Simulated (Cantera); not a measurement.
An isothermal plug-flow reactor at 700 K and 0.900 bar (inlet), inlet velocity 1.8 m/s, active area per volume 2000 1/m; feed 0.359 % H2, 2.99 % O2, 94.5 % N2, 2.15 % H2O.

Cantera simulation using Deutschmann's 1995 Pt surface mechanism with GRI-Mech 3.0 gas chemistry; the numbers are that mechanism's predictions, not measurements. Catalytic surfaces can have several steady states; this one follows from the mechanism file's or the stated starting coverage. Mass transfer to the wall is taken as infinitely fast.

x: gas mole fraction; θ: surface coverage.

```tsv
z (m)	x H2	x O2	x H2O	θ free Pt	θ O*	θ OH*
4.5e-05	0.00267	0.0295	0.0225	0.163	0.827	0.0104
7.5e-05	0.00227	0.0293	0.0229	0.140	0.851	0.00986
0.00012	0.00186	0.0291	0.0233	0.115	0.876	0.00912
0.00021	…	0.0288	0.0238	…	0.907	…
0.00035	0.000948	0.0286	0.0242	0.0612	0.932	0.00694
0.00058	0.000627	0.0285	0.0245	0.0428	0.951	0.00588
0.00096	0.000388	0.0283	0.0248	0.0301	0.965	0.00499
0.0016	0.000218	0.0283	0.0249	0.0222	0.973	0.00431
0.0027	…	0.0282	0.0251	…	0.978	0.00386
0.0045	3.57e-5	0.0282	0.0251	0.0155	0.981	0.00362
```

Problem. What belongs in the gaps?

Solution. 
- 0.00021, x H2: 0.00135
- 0.00021, θ free Pt: 0.0853
- 0.00021, θ OH*: 0.00804
- 0.0027, x H2: 0.000102
- 0.0027, θ free Pt: 0.0177
